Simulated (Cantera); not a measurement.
Feed: 1 mol TiC, 0.018 mol H2, held at 2277 °C and 233 Torr.

These are equilibrium values from Cantera (NASA tables, ideal gas, pure condensed phases), not measurements of a reactor. Candidate condensed phases: C, C6H6, C7H8, C8H18, Ti, TiC; 77 gas species. TiC: taken at fixed stoichiometry. Kinetics and transport are ignored.

Base state: H2 0.945, H 0.0545, Ti 0.000139, C2H2 (acetylene) 6.60e-5 (mole fractions); condensed: TiC(s).

### Question
What changes in the equilibrium state with this change: pressure from 233 Torr to 0.120 Torr?

### Answer
```
species        before     after
-----------  --------  --------
H              0.0545     0.850
H2              0.945     0.119
Ti           0.000139    0.0216
C3            1.31e-9   0.00488
C2            1.68e-9  0.000503
C             7.63e-8   0.00184
C5              <1e-9   1.46e-5
TiC(s), mol     1.000     0.999
```
